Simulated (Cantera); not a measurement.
Ignition delay

Mixture: CO : H2 : O2 : N2 = 1 : 0.059 : 0.913 : 3.43 (molar parts), at 5.00 bar, adiabatic and at constant volume. Ignition delay is the time to a rise of 400 K.

Detailed kinetics in Cantera: GRI-Mech 3.0 (53 species, 325 reactions). The hydrogen kinetics of GRI-Mech 3.0 are dated; newer H2 mechanisms differ, most at raised pressure. Where the delays flatten at high temperature, the 400 K rule measures the pace of heat release, not the induction time.

```tsv
T0 (K)	delay (ms)
975	10.2
1050	1.40
1125	0.217
1200	0.0660
1275	0.0355
1350	0.0244
1425	0.0190
1500	0.0159
```
